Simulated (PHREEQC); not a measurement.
Consider water at 20 °C with 0.063 mol HBr and 0.03 mol MgCl2 per kg of water. Closed to the air; pH follows from the charge balance.

The numbers come from PHREEQC with the ion-association model, wateq4f.dat.

Each row changes one thing in this solution. This is a speciation only: nothing precipitates in the calculation.

```csv
case,pH,ionic strength (mol/kgw)
as made,1.29,0.153
MgCl2 replaced by NiCl2 at the same molality,1.29,0.146
HBr replaced by CdBr2 at the same molality,5.78,0.162
HBr from 0.063 to 0.315 mol/kgw,0.61,…
MgCl2 from 0.03 to 0.006 mol/kgw,1.28,…
diluted 100-fold with water,3.22,0.00153
diluted 2-fold with water,1.58,0.0765
0.0062 mol/kgw LiCl added,1.29,0.159
```

Task: Complete the blanks.

Result: 
- HBr from 0.063 to 0.315 mol/kgw, ionic strength (mol/kgw): 0.405
- MgCl2 from 0.03 to 0.006 mol/kgw, ionic strength (mol/kgw): 0.0810
